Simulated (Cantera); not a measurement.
Thermodynamics of hydrogen reduction and annealing atmospheres, feed V2O3 + H2 + N2

Feed: 1 mol V2O3, 0.69 mol H2, 1.1 mol N2, equilibrated at 10.0 mbar.

Equilibrium computed with Cantera from the NASA thermochemical tables; the gas is ideal and each condensed phase is pure. Candidate condensed phases: H2O, V, VN, VO, V2O3, V2O4, V2O5; 28 gas species. Mutual solubility and eutectic melting of coexisting phases are not modelled. VN, VO: taken at fixed stoichiometry. Condensed phases not in the tables: the oxides between V2O3 and V2O5 other than VO2, solid solutions among these carbides, nitrides and lower oxides, V2N. Equilibrium is a limit: real reactors are often held back by kinetics, nucleation or transport.

```
T (K)   x N2   x H2       x H     x H2O     x VO2   n VN(s)  n V2O3(s)  n VO(s)  n VO(l)
-----  -----  -----  --------  --------  --------  --------  ---------  -------  -------
775    0.614  0.385  6.15e-12  0.000358    <1e-12  0.000427      1.000        0        0
925    0.614  0.385   1.62e-9  0.000488    <1e-12  0.000582      1.000        0        0
1075   0.614  0.385   9.10e-8  0.000593    <1e-12  0.000707      1.000        0        0
1225   0.614  0.385   1.93e-6  0.000673  4.80e-12  0.000803      1.000        0        0
1375   0.614  0.385   2.13e-5  0.000732  8.61e-10  0.000874      1.000        0        0
1525   0.614  0.384  0.000147   0.00161   7.73e-8         0      0.997  0.00575        0
1675   0.614  0.382  0.000717   0.00333   3.14e-6         0      0.994   0.0119        0
1825   0.614  0.377   0.00271   0.00607   6.77e-5         0      0.989   0.0219        0
1975   0.611  0.369   0.00832   0.00998  0.000892         0      0.980   0.0374        0
2125   0.602  0.349    0.0215    0.0177   0.00875         0      0.951        0   0.0792
```
x: gas mole fraction; n: condensed amount in mol.

From 775 K to 1375 K the condensed part is VN(s) + V2O3(s). From 1525 K to 1975 K the condensed part is VO(s) + V2O3(s). At 2125 K the condensed part is VO(l) + V2O3(s).
